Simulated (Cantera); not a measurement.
## Thermodynamics of silicon oxide and oxynitride deposition, feed TEOS + NO

Input: 1 mol TEOS, 0.89 mol NO, equilibrated at 1898.15 K.

These are equilibrium values from Cantera (NASA tables, ideal gas, pure condensed phases), not measurements of a reactor. Candidate condensed phases: C, C6H6, C7H8, C8H18, H2O, Si, SiC, SiO2, Si2N2O, Si3N4; 151 gas species. The feed counts by its element totals alone. Kinetics and transport are ignored.

```csv
P (Pa),x H2,x CO,x H,x N2,x Si,n C(graphite),n SiC(s)
5,0.576,0.300,0.0840,0.0269,0.00907,2.30,0.808
21,0.615,0.309,0.0423,0.0277,0.00216,2.19,0.928
85,0.633,0.313,0.0214,0.0280,0.000534,2.16,0.956
350,0.642,0.315,0.0106,0.0282,0.000130,2.15,0.963
1400,0.647,0.316,0.00532,0.0283,3.24e-5,2.15,0.964
5900,0.649,0.316,0.00260,0.0283,7.69e-6,2.15,0.965
24000,0.650,0.316,0.00129,0.0283,1.89e-6,2.15,0.965
100000,0.650,0.317,0.000631,0.0283,4.54e-7,2.15,0.965
```
x: gas mole fraction; n: condensed amount in mol.

From 0.0375 Torr to 750 Torr the condensed part is C(graphite) + SiC(s). The main Si-bearing gas is Si at 0.0375 Torr and SiO at 750 Torr.
